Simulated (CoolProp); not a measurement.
Vapour pressure (MPa) of C2F6 (R116): the reference equation beside estimates from Tc = 293.0 K, pc = 3.048 MPa, ω = 0.257. Clausius-Clapeyron is anchored at 211.2 K with a constant enthalpy of vaporisation of 15.12 kJ/mol.

Computed with CoolProp (reference Helmholtz-energy equation of state, Lemmon 2006). It is a short technical equation, of lower accuracy than the large ones.

```tsv
T (K)	reference	Lee-Kesler	Clausius-Clapeyron	van der Waals	Redlich-Kwong	Soave-Redlich-Kwong	Peng-Robinson
211.2	0.2237	0.2242	0.2237	0.7079	0.3394	0.2241	0.2227
217.1	0.2891	0.2902	0.2827	0.8111	0.4227	0.2903	0.2877
222.9	0.3666	0.3683	0.3516	0.9215	0.5178	0.3688	___
228.8	0.4604	0.4629	0.4339	1.043	0.6290	0.4642	0.4587
234.6	___	0.5722	0.5281	1.172	0.7535	0.5749	0.5676
240.5	0.6982	0.7018	0.6388	1.314	0.8966	0.7066	0.6973
246.3	0.8452	0.8491	0.7633	1.463	1.054	0.8567	0.8454
252.2	___	1.021	0.9072	1.625	1.233	1.032	1.019
258	1.210	1.214	1.067	1.794	1.428	1.229	1.214
263.9	1.433	1.437	1.249	1.977	1.646	1.456	1.440
269.7	1.682	1.686	1.449	2.168	1.881	1.708	1.692
275.6	1.967	1.971	1.674	2.374	2.142	1.995	1.980
```

Complete the blanks.


- 222.9, Peng-Robinson: 0.3650
- 234.6, reference: 0.5691
- 252.2, reference: 1.017

Absolute difference from the reference over all 12 rows, mean and median: Lee-Kesler 0.4 and 0.4 %, Clausius-Clapeyron 8.5 and 9.1 %, van der Waals 94.8 and 80.6 %, Redlich-Kwong 28.0 and 26.6 %, Soave-Redlich-Kwong 1.1 and 1.3 %, Peng-Robinson 0.4 and 0.4 %.
